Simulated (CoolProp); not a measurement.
Values from CoolProp's reference Helmholtz-energy equation of state, Lemmon 2003. It is a pseudo-pure fit of the blend.

For R410A, give the phase and the speed of sound (m/s), Joule-Thomson coefficient (K/MPa), viscosity (µPa s), Prandtl number at 105.15 °C and 2.8 bar.


- 105.15 °C and 2.8 bar: gas; speed of sound 220, Joule-Thomson coefficient 9.19, viscosity 16.5, Prandtl number 0.801

Viscosity comes from a separate model (Geller 2000). Thermal conductivity comes from a separate model (Geller 2001).
